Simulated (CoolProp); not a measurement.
R245ca at 332.53 K and 10 MPa is throttled through a valve to 0.481 MPa with no heat exchange. Each further row changes one setting.

The numbers come from the reference Helmholtz-energy equation of state, Zhou 2016 in CoolProp.

```csv
case,temperature change (K),final phase,final density (kg/m³)
as stated,+1.7,liquid,1290
outlet pressure 0.144 MPa,?,?,?
outlet pressure 0.625 MPa,+1.7,liquid,1290
```

Q: Some entries are withheld; supply them.

A: 
- outlet pressure 0.144 MPa, temperature change (K): -24.7
- outlet pressure 0.144 MPa, final phase: two-phase, vapour fraction 0.189
- outlet pressure 0.144 MPa, final density (kg/m³): 41.1
